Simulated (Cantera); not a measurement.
Feed: 1 mol Pb, 0.74 mol CO, 1.2 mol H2, equilibrated at 9750 Torr.

These are equilibrium values from Cantera (NASA tables, ideal gas, pure condensed phases), not measurements of a reactor. Candidate condensed phases: C, C6H6, C7H8, C8H18, H2O, Pb, PbO, PbO2, Pb3O4; 113 gas species. The numbers say what is thermodynamically allowed, not how fast it happens.

**Question.** What share of the Pb ends up in condensed phases as a function of T (°C), at 575, 725, 875, 1025, 1175, 1325, 1475, 1625, 1775?

**Answer.** 
```csv
T (°C),Pb condensed (%),as
575,100.0,Pb(l)
725,100.0,Pb(l)
875,100.0,Pb(l)
1025,100.0,Pb(l)
1175,99.8,Pb(l)
1325,99.1,Pb(l)
1475,97.1,Pb(l)
1625,92.2,Pb(l)
1775,81.1,Pb(l)
```
